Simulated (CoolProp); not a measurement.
Vapour-liquid equilibrium of CH2F2 (R32) (1) + fluoroethane (R161) (2) at 0.451 bar; x and y are mole fractions of (1).

Computed with CoolProp (multi-fluid Helmholtz-energy mixture model, Tillner-Roth 1997 and Wu 2012; pair parameters Bell 2016).

**Question.** Give the bubble temperature and the first vapour's composition at x = 0.25, 0.35, 0.95. Is there an azeotrope?

**Answer.** x = 0.25: -59.1 °C, y = 0.428; x = 0.35: -60.5 °C, y = 0.534; x = 0.95: -66.0 °C, y = 0.969. No azeotrope shows between x = 0.05 and 0.95.

Pair parameters are fitted to limited data, so mixtures are less certain than the pure fluids.
